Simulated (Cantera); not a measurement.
A perfectly stirred reactor is fed with C3H8 : O2 : N2 = 1 : 2.94 : 16.2 (molar parts), equivalence ratio 1.7, at 9.87 atm; it is adiabatic with a 700 K inlet, and is followed from long to short residence time, starting on the burning branch (τ in s: 0.043, 0.019, 0.0088, 0.004, 0.0018, 0.00082, 0.00037, 0.00017, 7.6e-05, 3.5e-05).

Model: GRI-Mech 3.0 (53 species, 325 reactions), integrated in Cantera. GRI-Mech 3.0 was tuned for natural gas; its chemistry of propane as a main component is partial and can be far from experiment.

Task: Predict: blow-out, bracketed by the residence times tried; x(C3H8) at τ = 43.0 ms; x(O2) at τ = 43.0 ms; x(HO2) at τ = 43.0 ms; x(NO) at τ = 43.0 ms; x(CH2) at τ = 43.0 ms; x(C3H8) at τ = 0.820 ms; x(O2) at τ = 0.820 ms; x(HO2) at τ = 0.820 ms; x(NO) at τ = 0.820 ms; x(CH2) at τ = 0.820 ms.

Result: blow-out, bracketed by the residence times tried: burning at 0.170 ms, out at 76.0 µs
x(C3H8) at τ = 43.0 ms: 1.34e-6
x(O2) at τ = 43.0 ms: 0.000310
x(HO2) at τ = 43.0 ms: 1.23e-7
x(NO) at τ = 43.0 ms: 2.10e-6
x(CH2) at τ = 43.0 ms: 1.97e-7
x(C3H8) at τ = 0.820 ms: 6.45e-5
x(O2) at τ = 0.820 ms: 0.00563
x(HO2) at τ = 0.820 ms: 5.34e-6
x(NO) at τ = 0.820 ms: 1.20e-6
x(CH2) at τ = 0.820 ms: 3.13e-6
